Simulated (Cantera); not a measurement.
**Hydrocarbon pyrolysis for carbon deposition**

An isothermal, constant-pressure homogeneous reactor starts with C2H6 : N2 = 1 : 110 (molar parts), at 1325 K and 0.0900 Torr.

Model: GRI-Mech 3.0 (53 species, 325 reactions), integrated in Cantera. GRI-Mech 3.0 stops at C3 and has no aromatics, soot or wall deposition, so with more carbon than oxygen in the feed, carbon stays in small species such as C2H2 where larger ones or solid carbon would form. Radical loss at walls, strong at low pressure, is not modelled.

```csv
t (s),x C2H6,x CH4,x H,x CH2,x HCN,x H2,x C2H
3.00e-5,0.00901,<1e-12,2.27e-12,<1e-12,<1e-12,<1e-12,<1e-12
0.000102,0.00901,1.55e-12,7.68e-12,<1e-12,<1e-12,<1e-12,<1e-12
0.000344,0.00901,1.74e-11,2.61e-11,<1e-12,<1e-12,<1e-12,<1e-12
0.00116,0.00901,1.99e-10,9.20e-11,<1e-12,<1e-12,2.89e-12,<1e-12
0.00393,0.00901,2.28e-9,4.47e-10,<1e-12,<1e-12,4.07e-11,<1e-12
0.0133,0.00900,2.60e-8,5.68e-9,1.19e-11,<1e-12,1.28e-9,<1e-12
0.0451,0.00899,2.97e-7,1.10e-7,4.56e-10,<1e-12,8.03e-8,<1e-12
0.152,0.00893,3.35e-6,1.73e-6,1.63e-8,2.87e-12,4.50e-6,<1e-12
0.516,0.00855,3.66e-5,1.72e-5,2.86e-7,6.25e-9,0.000179,7.91e-12
1.75,0.00576,0.000404,5.86e-5,1.19e-6,1.57e-7,0.00226,1.23e-9
5.91,0.000230,0.00200,0.000136,1.54e-6,9.47e-7,0.00894,2.23e-8
20.0,8.07e-7,0.00197,4.64e-5,2.01e-7,1.40e-6,0.0129,1.21e-8
```
x: mole fraction; the columns are a selection and need not sum to one.

Equilibrium at this temperature and pressure: C2H6 <1e-12, CH4 7.46e-8, H 2.00e-5, CH2 1.20e-12, HCN 0.0150, H2 0.0177, C2H 8.38e-10 (gas phase only).
